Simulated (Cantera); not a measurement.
An isothermal, constant-pressure homogeneous reactor starts with 0.206 % CO, 3.94 % O2, 2.06 % H2O, 93.8 % N2, at 1400 K and 3750 Torr.

Cantera simulation using GRI-Mech 3.0 (53 species, 325 reactions); the numbers are that mechanism's predictions, not measurements.

One state of this run: x CO = 0.000140; x O2 = 0.0385; x H2O = 0.0206; x NO = 1.61e-8; x H2O2 = 3.56e-8; x O = 4.33e-6; x H2 = 1.83e-6. x: mole fraction; the columns are a selection and need not sum to one.

Question: Which value of t (s) does it belong to?
(A) 106
(B) 0.00321
(C) 13.2
(D) 0.000400

Answer: B, 0.00321
